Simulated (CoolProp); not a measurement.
Vapour-liquid equilibrium of R141b (1) + n-pentane (2) at 0.488 MPa; x and y are mole fractions of (1).

The numbers come from the multi-fluid Helmholtz-energy mixture model, Lemmon 2006 and Thol 2019; pair parameters Bell 2016 in CoolProp.

| x | bubble temperature (K) | y at the bubble point | dew temperature at overall composition x (K) | liquid density (mol/L) |
|---|---|---|---|---|
| 0.05 | 363.4 | 0.073 | 363.8 | 7.674 |
| 0.15 | 361.5 | 0.196 | 362.2 | 7.836 |
| 0.25 | 360.1 | 0.301 | 360.8 | 8.001 |
| 0.35 | 359.2 | 0.394 | 359.6 | 8.170 |
| 0.45 | 358.5 | 0.482 | 358.7 | 8.347 |
| 0.55 | 358.1 | 0.567 | 358.2 | 8.531 |
| 0.65 | 357.9 | 0.653 | 357.9 | 8.723 |
| 0.75 | 358.0 | 0.743 | 358.0 | 8.923 |
| 0.85 | 358.3 | 0.839 | 358.3 | 9.131 |
| 0.95 | 358.7 | 0.944 | 358.8 | 9.347 |

y crosses x between x = 0.65 and 0.75: the model has an azeotrope there.

Pair parameters are fitted to limited data, so mixtures are less certain than the pure fluids.
